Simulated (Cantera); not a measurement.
An adiabatic, constant-volume homogeneous reactor starts with CH4 : O2 : N2 = 1 : 4.35 : 16.3 (molar parts), equivalence ratio 0.46, at 1675 K and 750 Torr. Integrator tolerance rtol = 1e-08.

Computed with Cantera and GRI-Mech 3.0 (53 species, 325 reactions).

Task: What does this change do: 0.41 parts H2 added?

Result: 
```
quantity                                                              before                                      after
---------------------------------  -----------------------------------------  -----------------------------------------
time of steepest temperature rise                                   0.227 ms                                    93.7 µs
temperature at 1.00 s                                                 2619 K                                     2679 K
equilibrium temperature                                               2619 K                                     2679 K
x(CH4) at 1.00 s                       <1e-12 (gas-phase equilibrium <1e-12)      <1e-12 (gas-phase equilibrium <1e-12)
x(O2) at 1.00 s                        0.0963 (gas-phase equilibrium 0.0963)      0.0857 (gas-phase equilibrium 0.0857)
x(NO) at 1.00 s                        0.0184 (gas-phase equilibrium 0.0184)      0.0189 (gas-phase equilibrium 0.0189)
x(CH2O) at 1.00 s                  9.29e-12 (gas-phase equilibrium 9.29e-12)  1.95e-11 (gas-phase equilibrium 1.95e-11)
x(HCN) at 1.00 s                   2.36e-11 (gas-phase equilibrium 2.36e-11)  5.27e-11 (gas-phase equilibrium 5.27e-11)
```

Task: What does this change do: N2 16.3 to 11 parts?

Result: 
```csv
quantity,before,after
time of steepest temperature rise,0.227 ms,0.180 ms
temperature at 1.00 s,2619 K,2759 K
equilibrium temperature,2619 K,2759 K
x(CH4) at 1.00 s,<1e-12 (gas-phase equilibrium <1e-12),<1e-12 (gas-phase equilibrium <1e-12)
x(O2) at 1.00 s,0.0963 (gas-phase equilibrium 0.0963),0.125 (gas-phase equilibrium 0.125)
x(NO) at 1.00 s,0.0184 (gas-phase equilibrium 0.0184),0.0244 (gas-phase equilibrium 0.0244)
x(CH2O) at 1.00 s,9.29e-12 (gas-phase equilibrium 9.29e-12),3.65e-11 (gas-phase equilibrium 3.65e-11)
x(HCN) at 1.00 s,2.36e-11 (gas-phase equilibrium 2.36e-11),9.52e-11 (gas-phase equilibrium 9.52e-11)
```

Task: What does this change do: initial temperature 1675 to 1375 K?

Result: 
```csv
quantity,before,after
time of steepest temperature rise,0.227 ms,3.12 ms
temperature at 1.00 s,2619 K,2458 K
equilibrium temperature,2619 K,2458 K
x(CH4) at 1.00 s,<1e-12 (gas-phase equilibrium <1e-12),<1e-12 (gas-phase equilibrium <1e-12)
x(O2) at 1.00 s,0.0963 (gas-phase equilibrium 0.0963),0.0994 (gas-phase equilibrium 0.0994)
x(NO) at 1.00 s,0.0184 (gas-phase equilibrium 0.0184),0.0143 (gas-phase equilibrium 0.0143)
x(CH2O) at 1.00 s,9.29e-12 (gas-phase equilibrium 9.29e-12),2.14e-12 (gas-phase equilibrium 2.14e-12)
x(HCN) at 1.00 s,2.36e-11 (gas-phase equilibrium 2.36e-11),3.51e-12 (gas-phase equilibrium 3.51e-12)
```
